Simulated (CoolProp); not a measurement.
A closed Brayton cycle with nitrogen: compressor inlet 306.15 K and 3.1 MPa, high pressure 9.86 MPa, turbine inlet 710 K, compressor efficiency 0.85, turbine efficiency 0.93, recuperator effectiveness 0.8 (on enthalpy, no pinch check). Each further row changes one setting.

Model: reference Helmholtz-energy equation of state, Span 2000, in CoolProp.

```csv
case,thermal efficiency (%),net work (kJ/kg),compressor to turbine work,compressor exit (K),turbine exit (K)
as stated,22.6,49.8,0.75,448.6,529.1
turbine inlet 660 K,18.0,___,___,448.6,490.4
compressor inlet 316.15 K,20.7,44.7,0.78,463.1,529.1
high pressure 8.38 MPa,24.2,49.7,0.72,425.6,___
recuperator effectiveness 0.5,20.3,49.8,0.75,448.6,529.1
```

Task: Complete the blanks.

Result: 
- turbine inlet 660 K, net work (kJ/kg): 35.5
- turbine inlet 660 K, compressor to turbine work: 0.81
- high pressure 8.38 MPa, turbine exit (K): 551.6
